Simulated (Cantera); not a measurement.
An adiabatic, constant-volume homogeneous reactor starts with CH₄ : O₂ : N₂ = 1 : 2.06 : 7.75 (molar parts), at 1750 K and 9.87 atm. Integrator tolerance rtol = 1e-08.

Cantera simulation using GRI-Mech 3.0 (53 species, 325 reactions); the numbers are that mechanism's predictions, not measurements. Above 3000 K some thermodynamic fits are extrapolated.

Question: What does this change do: O2 2.06 to 1.3 parts?

Answer: 
| quantity | before | after |
|---|---|---|
| time of steepest temperature rise | 21.4 µs | 34.9 µs |
| temperature at 3.00 s | 3178 K | 2960 K |
| equilibrium temperature | 3178 K | 2960 K |
| x(CH₄) at 3.00 s | <1e-12 (gas-phase equilibrium <1e-12) | 2.67e-11 (gas-phase equilibrium 3.04e-11) |
| x(O₂) at 3.00 s | 0.0204 (gas-phase equilibrium 0.0204) | 0.000353 (gas-phase equilibrium 0.000353) |
| x(C₂H₂) at 3.00 s | <1e-12 (gas-phase equilibrium <1e-12) | <1e-12 (gas-phase equilibrium <1e-12) |
| x(N₂O) at 3.00 s | 3.91e-6 (gas-phase equilibrium 3.91e-6) | 4.09e-7 (gas-phase equilibrium 4.09e-7) |
| x(C₂H₄) at 3.00 s | <1e-12 (gas-phase equilibrium <1e-12) | <1e-12 (gas-phase equilibrium <1e-12) |
| x(HCN) at 3.00 s | 2.42e-8 (gas-phase equilibrium 2.42e-8) | 2.72e-7 (gas-phase equilibrium 2.72e-7) |

Question: What does this change do: initial temperature 1750 to 1800 K?

Answer: 
```
quantity                                                            before                                    after
---------------------------------  ---------------------------------------  ---------------------------------------
time of steepest temperature rise                                  21.4 µs                                  15.1 µs
temperature at 3.00 s                                               3178 K                                   3194 K
equilibrium temperature                                             3178 K                                   3194 K
x(CH₄) at 3.00 s                     <1e-12 (gas-phase equilibrium <1e-12)    <1e-12 (gas-phase equilibrium <1e-12)
x(O₂) at 3.00 s                      0.0204 (gas-phase equilibrium 0.0204)    0.0208 (gas-phase equilibrium 0.0208)
x(C₂H₂) at 3.00 s                    <1e-12 (gas-phase equilibrium <1e-12)    <1e-12 (gas-phase equilibrium <1e-12)
x(N₂O) at 3.00 s                   3.91e-6 (gas-phase equilibrium 3.91e-6)  3.98e-6 (gas-phase equilibrium 3.98e-6)
x(C₂H₄) at 3.00 s                    <1e-12 (gas-phase equilibrium <1e-12)    <1e-12 (gas-phase equilibrium <1e-12)
x(HCN) at 3.00 s                   2.42e-8 (gas-phase equilibrium 2.42e-8)  2.61e-8 (gas-phase equilibrium 2.61e-8)
```
